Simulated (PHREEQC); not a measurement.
**Acid rinse or clean**

Dissolve 8.8 mmol/kgw H2SO4, 120 mmol/kgw AlCl3 and 5.6 mmol/kgw KCl at 13 °C. Closed to the air; pH follows from the charge balance.

Model: ion-association model, phreeqc.dat, run in PHREEQC.

Each row changes one thing in this solution. Precipitation was switched off in this run.

| case | pH | ionic strength (mol/kgw) | Al+3 (mol/kgw) | AlSO4+ (mol/kgw) | SO4-2 (mol/kgw) | HSO4- (mol/kgw) | SI of Sylvite (KCl) | SI of Gibbsite (Al(OH)3) |
|---|---|---|---|---|---|---|---|---|
| as made | 1.88 | 0.707 | 0.113 | 0.00737 | 0.00106 | 0.000257 | -3.93 | -5.21 |
| temperature from 13 to 25 °C | 1.88 | … | 0.113 | 0.00744 | 0.000966 | 0.000291 | … | -4.52 |
| H2SO4 from 0.0088 to 0.088 mol/kgw | 0.94 | 0.630 | 0.0686 | 0.0476 | 0.0104 | 0.0234 | -3.92 | -8.25 |
| 0.0082 mol/kgw HNO3 added | 1.72 | 0.715 | 0.113 | 0.00726 | 0.00105 | 0.000371 | -3.93 | -5.71 |
| 0.026 mol/kgw NaCl added | 1.88 | 0.733 | 0.113 | 0.00733 | 0.00108 | 0.000256 | -3.90 | -5.22 |

**Question.** Complete the blanks.

**Answer.** 
- temperature from 13 to 25 °C, ionic strength (mol/kgw): 0.706
- temperature from 13 to 25 °C, SI of Sylvite (KCl): -4.00

The ionic strength passes 0.7 mol/kgw, the rough limit of the ion-association models, in as made; temperature from 13 to 25 °C; 0.0082 mol/kgw HNO3 added; 0.026 mol/kgw NaCl added. Constants without temperature data keep their 25 °C values here.
